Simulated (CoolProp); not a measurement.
Vapour-liquid equilibrium of acetone (1) + dimethyl carbonate (2) at 408.8 K; x and y are mole fractions of (1).

Computed with CoolProp (multi-fluid Helmholtz-energy mixture model, Lemmon 2006 and Zhou 2011; pair parameters Bell 2016).

```tsv
x	bubble pressure (MPa)	y at the bubble point	dew pressure at overall composition x (MPa)	liquid density (mol/L)
0.05	0.3856	0.111	0.3702	10.10
0.15	0.4368	0.286	0.3961	10.20
0.25	0.4853	0.421	0.4255	10.30
0.35	0.5324	0.533	0.4588	10.40
0.45	0.5791	0.629	0.4968	10.51
0.55	0.6262	0.713	0.5403	10.61
0.65	0.6741	0.788	0.5905	10.71
0.75	0.7234	0.856	0.6490	10.82
0.85	0.7741	0.918	0.7185	10.92
0.95	0.8264	0.974	0.8030	11.02
```

No azeotrope shows between x = 0.05 and 0.95.

Pair parameters are fitted to limited data, so mixtures are less certain than the pure fluids. The gap from Raoult's law changes sign with composition, which may be real or a fault of the pair parameters; it wasn't checked against measurements.
